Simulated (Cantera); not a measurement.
Hydrocarbon pyrolysis for carbon deposition

A perfectly stirred reactor is fed with 21.3 % CH₄, 78.7 % N₂, at 1.00 atm; it is held at 1750 K, and followed from long to short residence time.

Cantera simulation using GRI-Mech 3.0 (53 species, 325 reactions); the numbers are that mechanism's predictions, not measurements. GRI-Mech 3.0 stops at C3 and has no aromatics, soot or wall deposition, so with more carbon than oxygen in the feed, carbon stays in small species such as C2H2 where larger ones or solid carbon would form.

```
τ (s)     x CH₄    x C₂H₂     x H₂       x H     x HCN    x C₂H₄    x C₂H₆
-------  ------  --------  -------  --------  --------  --------  --------
1.2      0.0116    0.0822    0.248  0.000111   4.07e-6  0.000710   2.58e-6
0.35     0.0209    0.0784    0.237  0.000103   1.97e-6  0.000705   7.96e-6
0.10     0.0384    0.0710    0.215   9.15e-5   9.36e-7  0.000787   2.59e-5
0.030    0.0665    0.0589    0.179   7.51e-5   4.16e-7   0.00118   7.70e-5
0.0086    0.107    0.0406    0.127   5.44e-5   1.51e-7   0.00243  0.000211
0.0025    0.151    0.0202   0.0708   3.32e-5   4.21e-8   0.00463  0.000462
0.00072   0.187   0.00471   0.0254   1.45e-5   6.55e-9   0.00488  0.000684
0.00021   0.207  0.000240  0.00428   3.77e-6  3.32e-10   0.00129  0.000380
```
x: mole fraction; the columns are a selection and need not sum to one.
